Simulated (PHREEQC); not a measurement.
A made-up water analysis in mg/L, 20 °C, pH 2.04, pe 8.9:

```
constituent   mg/L
-----------  -----
Na            88.9
K              282
Ca             161
Mg            63.1
Cl             101
S(6) as SO4   1920
Fe(3)         2.65
Cu(2)        0.761
Zn            4.86
Sr            1.83
```

Valence states are taken as typed.

All values are PHREEQC results (ion-association model, wateq4f.dat), not measurements.

Each row changes one thing in this solution. Precipitation was switched off in this run.

| case | ionic strength (mol/kgw) | SO4-2 (mol/kgw) | K+ (mol/kgw) | HSO4- (mol/kgw) | Ca+2 (mol/kgw) | Mg+2 (mol/kgw) | SI of Gypsum (CaSO4:2H2O) | SI of Goethite (FeOOH) |
|---|---|---|---|---|---|---|---|---|
| as made | 0.0475 | 0.0119 | 0.00698 | 0.00540 | 0.00262 | 0.00167 | -0.57 | +0.70 |
| all concentrations times 2 at the same typed pH | 0.0869 | 0.0236 | 0.0137 | 0.00941 | 0.00460 | 0.00290 | ? | +0.74 |
| Ca from 161 to 80.5 mg/L | 0.0457 | 0.0123 | 0.00697 | 0.00562 | 0.00128 | 0.00163 | ? | ? |
| Mg from 63.1 to 126 mg/L | 0.0500 | 0.0114 | 0.00700 | 0.00512 | 0.00268 | 0.00341 | -0.59 | ? |

Task: What belongs in the gaps?

Result: 
- all concentrations times 2 at the same typed pH, SI of Gypsum (CaSO4:2H2O): -0.18
- Ca from 161 to 80.5 mg/L, SI of Gypsum (CaSO4:2H2O): -0.86
- Ca from 161 to 80.5 mg/L, SI of Goethite (FeOOH): +0.68
- Mg from 63.1 to 126 mg/L, SI of Goethite (FeOOH): +0.72

Some of these states are supersaturated (in Hematite (slow to form), Goethite (slow to form), for instance).
